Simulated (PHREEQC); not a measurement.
# Copper plating or etch bath: an equilibrium model

Consider water at 49 °C with 6.8 mmol/kgw CuCl2, 11 mmol/kgw HBF4 and 0.112 mmol/kgw Na2SO4. Closed to the air; pH follows from the charge balance.

All values are PHREEQC results (ion-association model, phreeqc.dat), not measurements.

```
Property                   Value
----------------  --------------
pH                          2.08
ionic strength    0.0293 mol/kgw
total alkalinity    -44.0 meq/kg
```

```csv
species,molality,activity,log γ
Cl-,0.0132,0.0111,-0.075
H+,0.00949,0.00826,-0.060
HF,0.00860,0.00865,0.003
BF4-,0.00817,0.00690,-0.073
Cu+2,0.00638,0.00341,-0.272
H3BO3,0.00206,0.00207,0.003
BF3OH-,0.000562,0.000475,-0.073
F-,0.000530,0.000445,-0.076
CuCl+,0.000360,0.000303,-0.074
Na+,0.000224,0.000190,-0.072
BF2(OH)2-,0.000209,0.000177,-0.073
SO4-2,4.89e-5,2.54e-5,-0.286
HSO4-,4.26e-5,3.60e-5,-0.073
CuF+,4.00e-5,3.38e-5,-0.073
CuSO4,2.04e-5,2.06e-5,0.003
```

Precipitation was switched off in this run. Species that the database lacks are ignored. Constants without temperature data keep their 25 °C values here. Real BF4- forms and hydrolyses slowly; the run takes it at equilibrium.
